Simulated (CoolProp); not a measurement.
Vapour-liquid equilibrium of CH2F2 (R32) (1) + R142b (2) at 239.3 K; x and y are mole fractions of (1).

Values from CoolProp's multi-fluid Helmholtz-energy mixture model, Tillner-Roth 1997 and Lemmon 2006; pair parameters Bell 2016.

| x | bubble pressure (MPa) | y at the bubble point | dew pressure at overall composition x (MPa) | liquid density (mol/L) |
|---|---|---|---|---|
| 0.05 | 0.04628 | 0.319 | 0.03448 | 12.70 |
| 0.15 | 0.07337 | 0.609 | 0.03809 | 13.33 |
| 0.25 | 0.09937 | 0.740 | 0.04256 | 14.01 |
| 0.35 | 0.1231 | [?] | [?] | 14.75 |
| 0.45 | 0.1439 | 0.859 | [?] | 15.57 |
| 0.55 | 0.1622 | 0.891 | 0.06556 | 16.48 |
| 0.65 | 0.1785 | 0.916 | 0.07989 | 17.50 |
| 0.75 | 0.1935 | [?] | 0.1020 | 18.65 |
| 0.85 | 0.2084 | 0.961 | 0.1395 | 19.97 |
| 0.95 | 0.2242 | 0.986 | [?] | 21.49 |

Task: Complete the blanks.

Result: 
- 0.35, y at the bubble point: 0.813
- 0.35, dew pressure at overall composition x (MPa): 0.04820
- 0.45, dew pressure at overall composition x (MPa): 0.05556
- 0.75, y at the bubble point: 0.939
- 0.95, dew pressure at overall composition x (MPa): 0.2013

No azeotrope shows between x = 0.05 and 0.95.

The pair parameters rest on a limited set of measurements; away from them the model extrapolates.
